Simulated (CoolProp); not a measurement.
Propylene at 293.15 K and 0.337 MPa is compressed adiabatically to 0.527 MPa with isentropic efficiency 0.7. Each further row changes one setting.

Computed with CoolProp (reference Helmholtz-energy equation of state, Lemmon 2013).

```json
[
 {"case": "as stated", "work (kJ/kg)": "___", "final temperature (K)": "318.1", "final density (kg/m³)": "8.96"},
 {"case": "efficiency 1", "work (kJ/kg)": "25.1", "final temperature (K)": "___", "final density (kg/m³)": "9.18"},
 {"case": "efficiency 0.65", "work (kJ/kg)": "38.6", "final temperature (K)": "___", "final density (kg/m³)": "8.90"}
]
```

Task: Some entries are withheld; supply them.

Result: 
- as stated, work (kJ/kg): 35.9
- efficiency 1, final temperature (K): 311.7
- efficiency 0.65, final temperature (K): 319.7
